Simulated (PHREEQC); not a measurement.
Make-up at 25 °C: 0.0129 mol/kgw NaHSO4, 0.0015 mol/kgw (CH3)4NCl and 0.00034 mol/kgw LiOH. It is in equilibrium with CO2 at log p = -1 (atm). Otherwise closed; pH follows from the charge balance.

Model: ion-association model, phreeqc.dat, run in PHREEQC.

The pH comes out as 2.12, the ionic strength is 0.0318 mol/kgw and the total alkalinity is -12.6 meq/kg.

| species | molality | activity | log γ |
|---|---|---|---|
| Na+ | 0.0126 | 0.0107 | -0.071 |
| SO4-2 | 0.00869 | 0.00453 | -0.283 |
| H+ | 0.00864 | 0.00753 | -0.060 |
| HSO4- | 0.00392 | 0.00332 | -0.072 |
| CO2 | 0.00338 | 0.00340 | 0.003 |
| Cl- | 0.00150 | 0.00126 | -0.074 |
| (CH3)4N+ | 0.00150 | 0.00127 | -0.074 |
| Li+ | 0.000333 | 0.000286 | -0.067 |
| NaSO4- | 0.000285 | 0.000244 | -0.069 |
| LiSO4- | 6.64e-6 | 5.65e-6 | -0.070 |
| HCO3- | 2.35e-7 | 2.01e-7 | -0.069 |
| (CO2)2 | 2.11e-7 | 2.12e-7 | 0.003 |
| NaHCO3 | 1.20e-9 | 1.21e-9 | 0.003 |

No solid was allowed to form. (CH3)4N+ isn't in the database: it is added as a free cation with an ion size of 4 Å.
